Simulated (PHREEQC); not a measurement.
Dissolve 0.015 mol/kgw MnCl2 at 80 °C. Closed to the air; pH follows from the charge balance.

Computed with PHREEQC (ion-association model, phreeqc.dat).

```csv
quantity,before,after
pH,5.55,6.35
ionic strength (mol/kgw),0.0434,0.0433
Mn+2 (mol/kgw),0.0142,0.0142
MnCl+ (mol/kgw),0.000772,0.000831
MnCl2 (mol/kgw),6.41e-6,7.19e-6
MnOH+ (mol/kgw),3.23e-6,4.90e-7
```

Q: What was changed between the two runs?
A) 0.021 mol/kgw KHSO4 added
B) temperature from 80 to 25 °C
C) MnCl2 from 0.015 to 0.0135 mol/kgw
D) diluted 100-fold with water

A: B, temperature from 80 to 25 °C

Precipitation was switched off in this run. At this temperature some constants are extrapolated from 25 °C, and those without enthalpy data are left unchanged.
